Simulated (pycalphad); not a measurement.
Computed with pycalphad from the COST 507 light-alloy database (1999), at 1 atm. No gas phase is included, though pure Mn would boil below 2077 °C. These are 1990s assessments: newer ones move some temperatures and phases.

## Al-11.59Mn-14.68Si (at.%): equilibrium cooling sequence

| T (°C) | phases above | phases below |
|---|---|---|
| 888.6 | LIQUID | ALMNSI_BETA + LIQUID |
| 733.0 | ALMNSI_BETA + LIQUID | ALMNSI_ALPHA + ALMNSI_BETA + LIQUID |
| 722.7 | ALMNSI_ALPHA + ALMNSI_BETA + LIQUID | ALMNSI_ALPHA + LIQUID |
| 655.8 | ALMNSI_ALPHA + LIQUID | ALMNSI_ALPHA + DIAMOND_A4 + LIQUID |
| 576.4 | ALMNSI_ALPHA + DIAMOND_A4 + LIQUID | ALMNSI_ALPHA + DIAMOND_A4 + FCC_A1 |

Changes were sought between steps of 75 K, so a narrower field can be missed.

Database names, with the compositions (at.%) that they take in these runs: ALMNSI_BETA: Al 61-63 Mn 23 Si 14-16; ALMNSI_ALPHA: Al 70 Mn 17 Si 12. FCC_A1 is fcc; DIAMOND_A4 is diamond (Si).
